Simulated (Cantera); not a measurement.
Charge: 1 mol Si2Cl6, 25 mol N2, a varied amount of H2, 1.1 mol NH3, held at 1498.15 K and 1000 Pa.

Equilibrium computed with Cantera from the NASA thermochemical tables; the gas is ideal and each condensed phase is pure. Candidate condensed phases: NH4Cl, Si, Si3N4; 28 gas species. The feed counts by its element totals alone. The tables' values for SiCl3 are old estimates; treat these amounts as uncertain. The numbers say what is thermodynamically allowed, not how fast it happens.

log p: log10 of the partial pressure in bar; n: condensed amount in mol.

```csv
n(H2) (mol),log p N2,log p H2,log p HCl,log p SiCl2,log p SiCl3,n Si3N4(s)
0.89,-2.08,-3.50,-2.98,-3.47,-4.30,0.243
1.6,-2.10,___,-2.94,___,-4.40,___
2.9,-2.11,-3.12,-2.89,-3.64,-4.58,0.383
5.1,-2.14,-2.89,-2.87,-3.80,-4.82,0.461
9.1,-2.19,-2.67,-2.87,-4.00,-5.14,0.528
16,___,___,-2.92,___,-5.51,0.574
29,-2.38,-2.32,-3.01,-4.51,-5.96,0.605
```

Q: Fill in the missing entries.

A: 
- 1.6, log p H2: -3.33
- 1.6, log p SiCl2: -3.53
- 1.6, n Si3N4(s): 0.304
- 16, log p N2: -2.27
- 16, log p H2: -2.48
- 16, log p SiCl2: -4.24
